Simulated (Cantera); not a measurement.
Input: 1 mol Si3N4, 3.1 mol Cl2, held at 1050 K and 50.0 Pa.

Cantera equilibrium calculation (NASA polynomials, part measured and part estimated; ideal gas, pure solids and liquids). Candidate condensed phases: Si, Si3N4; 13 gas species. The tables' values for SiCl3 are old estimates; treat these amounts as uncertain. Equilibrium is a limit: real reactors are often held back by kinetics, nucleation or transport.

Base state: SiCl4 0.595, N2 0.400, SiCl3 0.00441, SiCl2 0.000591 (mole fractions); condensed: Si3N4(s).

### Question
What changes in the equilibrium state with this change: Cl2 from 3.1 to 14 mol?

### Answer
```json
[
 {"species": "Cl2", "before": "<1e-9", "after": "0.593"},
 {"species": "SiCl4", "before": "0.595", "after": "0.228"},
 {"species": "N2", "before": "0.400", "after": "0.152"},
 {"species": "Cl", "before": "6.66e-7", "after": "0.0273"},
 {"species": "SiCl2", "before": "0.000591", "after": "<1e-9"},
 {"species": "SiCl3", "before": "0.00441", "after": "4.11e-8"},
 {"species": "Si3N4(s), mol", "before": "0.482", "after": "0"}
]
```
